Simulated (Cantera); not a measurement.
Feed: 1 mol BN, a varied amount of HCl, held at 1473.15 K and 0.630 bar.

Cantera equilibrium calculation (NASA polynomials, part measured and part estimated; ideal gas, pure solids and liquids). Candidate condensed phases: B, BN, NH₄Cl; 21 gas species. Gases not in the tables: BHCl₂. Rates play no part.

Question: At 63 mol HCl, list the 5 most abundant gas species with their mole fractions, and the condensed phases.

Answer: HCl 0.952, H₂ 0.0238, BCl₃ 0.0159, N₂ 0.00794, Cl 7.98e-5. Condensed: gas only.
